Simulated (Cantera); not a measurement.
An isothermal, constant-pressure homogeneous reactor starts with C₃H₈ : H₂ = 1 : 1.5 (molar parts), at 1475 K and 0.572 atm. Integrator tolerance rtol = 1e-08.

Cantera simulation using GRI-Mech 3.0 (53 species, 325 reactions); the numbers are that mechanism's predictions, not measurements. GRI-Mech 3.0 was tuned for natural gas; its chemistry of propane as a main component is partial and can be far from experiment. GRI-Mech 3.0 stops at C3 and has no aromatics, soot or wall deposition, so with more carbon than oxygen in the feed, carbon stays in small species such as C2H2 where larger ones or solid carbon would form.

Question: What does this change do: C3H8 1 to 0.19 parts?

Answer: 
```json
[
 {"quantity": "x(C₃H₈) at 1.00 s", "before": "2.05e-7 (gas-phase equilibrium 2.02e-7)", "after": "7.17e-8 (gas-phase equilibrium 7.15e-8)"},
 {"quantity": "x(H₂) at 1.00 s", "before": "0.594 (gas-phase equilibrium 0.608)", "after": "0.805 (gas-phase equilibrium 0.796)"},
 {"quantity": "x(C₂H₂) at 1.00 s", "before": "0.216 (gas-phase equilibrium 0.220)", "after": "0.0748 (gas-phase equilibrium 0.0703)"},
 {"quantity": "x(H) at 1.00 s", "before": "1.23e-5 (gas-phase equilibrium 1.34e-5)", "after": "1.63e-5 (gas-phase equilibrium 1.53e-5)"},
 {"quantity": "x(CH₄) at 1.00 s", "before": "0.162 (gas-phase equilibrium 0.144)", "after": "0.108 (gas-phase equilibrium 0.122)"},
 {"quantity": "x(C₂H₄) at 1.00 s", "before": "0.0272 (gas-phase equilibrium 0.0282)", "after": "0.0126 (gas-phase equilibrium 0.0118)"},
 {"quantity": "x(CH₃) at 1.00 s", "before": "6.81e-5 (gas-phase equilibrium 6.37e-5)", "after": "4.41e-5 (gas-phase equilibrium 4.72e-5)"}
]
```

Question: What does this change do: pressure from 0.572 atm to 0.0263 atm?

Answer: 
| quantity | before | after |
|---|---|---|
| x(C₃H₈) at 1.00 s | 2.05e-7 (gas-phase equilibrium 2.02e-7) | 5.48e-9 (gas-phase equilibrium 4.04e-11) |
| x(H₂) at 1.00 s | 0.594 (gas-phase equilibrium 0.608) | 0.592 (gas-phase equilibrium 0.719) |
| x(C₂H₂) at 1.00 s | 0.216 (gas-phase equilibrium 0.220) | 0.231 (gas-phase equilibrium 0.269) |
| x(H) at 1.00 s | 1.23e-5 (gas-phase equilibrium 1.34e-5) | 3.32e-5 (gas-phase equilibrium 6.78e-5) |
| x(CH₄) at 1.00 s | 0.162 (gas-phase equilibrium 0.144) | 0.175 (gas-phase equilibrium 0.00940) |
| x(C₂H₄) at 1.00 s | 0.0272 (gas-phase equilibrium 0.0282) | 0.00209 (gas-phase equilibrium 0.00188) |
| x(CH₃) at 1.00 s | 6.81e-5 (gas-phase equilibrium 6.37e-5) | 0.000197 (gas-phase equilibrium 1.79e-5) |
Radical loss at walls, strong at low pressure, is not modelled.
